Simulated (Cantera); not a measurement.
An adiabatic, constant-pressure homogeneous reactor starts with CH₄ : C₂H₆ : C₃H₈ : O₂ : N₂ = 1 : 0.18 : 1.3 : 21.2 : 79.8 (molar parts), equivalence ratio 0.43, at 1400 K and 1.00 bar.

Computed with Cantera and GRI-Mech 3.0 (53 species, 325 reactions). GRI-Mech 3.0 was tuned for natural gas; its chemistry of propane as a main component is partial and can be far from experiment.

Problem. Predict: time of steepest temperature rise; temperature at 0.800 s; equilibrium temperature; x(H₂O) at 0.800 s; x(O₂) at 0.800 s.

Solution. 
| Item | Result |
|---|---|
| time of steepest temperature rise | 0.215 ms |
| temperature at 0.800 s | 2267 K |
| equilibrium temperature | 2267 K |
| x(H₂O) at 0.800 s | 0.0708 (gas-phase equilibrium 0.0708) |
| x(O₂) at 0.800 s | 0.109 (gas-phase equilibrium 0.109) |
